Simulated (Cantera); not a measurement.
## NO annealing gas

An isothermal, constant-pressure homogeneous reactor starts with NO : N2 = 1 : 1.1 (molar parts), at 2050 K and 0.470 bar.

Cantera simulation using GRI-Mech 3.0 (53 species, 325 reactions); the numbers are that mechanism's predictions, not measurements.

```tsv
t (s)	x NO	x N2	x NO2	x O2	x N2O
0.000300	0.476	0.524	2.18e-5	3.60e-6	4.21e-5
0.00108	0.476	0.524	7.90e-5	7.61e-5	8.95e-5
0.00387	0.474	0.525	0.000103	0.000691	0.000106
0.0139	0.470	0.527	0.000114	0.00305	0.000103
0.0500	0.452	0.536	0.000145	0.0116	9.42e-5
0.180	0.391	0.566	0.000201	0.0420	6.81e-5
0.646	0.225	0.649	0.000190	0.125	2.14e-5
2.32	0.0443	0.739	4.88e-5	0.215	1.08e-6
8.35	0.00980	0.757	1.12e-5	0.233	3.47e-7
30.0	0.00908	0.757	1.04e-5	0.233	3.42e-7
```
x: mole fraction; the columns are a selection and need not sum to one.

Equilibrium at this temperature and pressure: NO 0.00908, N2 0.757, NO2 1.04e-5, O2 0.233, N2O 3.42e-7 (gas phase only).
